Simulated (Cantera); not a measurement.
A closed system holds: 1 mol Si3N4, 0.019 mol C, 0.049 mol H2, at 1673.15 K and 2.80 bar.

These are equilibrium values from Cantera (NASA tables, ideal gas, pure condensed phases), not measurements of a reactor. Candidate condensed phases: C, C6H6, C7H8, C8H18, Si, SiC, Si3N4; 105 gas species. Mutual solubility and eutectic melting of coexisting phases are not modelled. The numbers say what is thermodynamically allowed, not how fast it happens.

Base state: H2 0.793, N2 0.203, CH4 0.00197, HCN 0.00117, H 6.07e-5, C2H2 (acetylene) 3.83e-5, NH3 3.46e-5, HNC 3.26e-5 (mole fractions); condensed: SiC(s) + Si3N4(s).

**Question.** What changes in the equilibrium state with this change: Si3N4 replaced by SiO2?

**Answer.** 
```
species               before     after
-------------------  -------  --------
H2                     0.793     0.901
CO                         0    0.0954
CH4                  0.00197   0.00276
N2                     0.203         0
SiO                        0  0.000358
HCN                  0.00117         0
H2O                        0  0.000135
NH3                  3.46e-5         0
HNC                  3.26e-5         0
C2H2 (acetylene)     3.83e-5   5.14e-5
SiC(s), mol           0.0188   0.00257
Si3N4(s), mol          0.994         0
C(graphite), mol           0    0.0111
SiO2(β-quartz), mol        0     0.997
```
The tables hold silica as quartz up to 1696 K and as liquid above; real silica turns to tridymite and cristobalite and melts near 1996 K. Further candidate phases: H2O, SiO2.
